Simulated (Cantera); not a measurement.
Cantera run:

```python
import numpy as np
import cantera as ct

gas_names = """
    AL ALO ALO2 AL2 AL2O AL2O2 Li LiO Li2 Li2O Li2O2 O O2 O3
""".split()
cond_names = """
    AL(cr) AL(L) AL2O3(a) AL2O3(L) Li(cr) Li(L) LiALO2(s) LiALO2(L) Li2O(s) Li2O(L)
""".split()


# ... load() reads the species with a 1 bar reference pressure and builds the phases ...
atoms = {
    'Al2O3': {'AL': 2, 'O': 3},
    'Li2O': {'Li': 2, 'O': 1},
    'O2': {'O': 2},
}
top_T = {}  # K; cautious upper limits of use, not melting points


# ... equilibrate(T, P, feed) seeds the gas with the atoms and calls Mixture.equilibrate('TP', solver="vcs", rtol=1e-11, max_steps=5000) ...
results = []
feed = {'Al2O3': 1, 'Li2O': 0.93, 'O2': 1.2}  # mol
T = 2048.15  # K
P = 190  # Pa
mix = equilibrate(T, P, feed)
results.append((T, P, feed, dict(zip(mix.species_names, mix.species_moles))))
print(gas.report(threshold=1e-06))
for i in range(1, mix.n_phases):
    print(f"{mix.phase(i).name:16s} {mix.phase_moles(i):12.5e} mol")
```

Result:

```
       temperature   2048.2 K
          pressure   190 Pa
           density   0.00034646 kg/m^3
  mean mol. weight   31.052 kg/kmol
   phase of matter   gas

                          1 kg             1 kmol
                     ---------------   ---------------
          enthalpy        2.2211e+06        6.8972e+07  J
   internal energy        1.6727e+06        5.1943e+07  J
           entropy             10313        3.2023e+05  J/K
    Gibbs function       -1.8901e+07       -5.8691e+08  J
 heat capacity c_p            1199.1             37236  J/K
 heat capacity c_v            931.37             28921  J/K

                      mass frac. Y      mole frac. X     chem. pot. / RT
                     ---------------   ---------------   ---------------
                Li         0.0052028          0.023279           -20.044
               LiO         0.0013091         0.0017721           -37.626
              Li2O         0.0011244         0.0011686           -57.671
             Li2O2        1.3478e-05        9.1227e-06           -75.252
                 O          0.011073          0.021492           -17.582
                O2           0.98128           0.95228           -35.164
     [   +8 minor]        5.7328e-08        4.9978e-08

AL(L)             0.00000e+00 mol
AL2O3(a)          8.71713e-02 mol
Li(L)             0.00000e+00 mol
LiALO2(L)         1.82566e+00 mol
Li2O(L)           0.00000e+00 mol
```

Equilibrium computed with Cantera from the NASA thermochemical tables; the gas is ideal and each condensed phase is pure. Mutual solubility and eutectic melting of coexisting phases are not modelled. Condensed phases not in the tables: alloys, solid solutions and most ternary compounds.
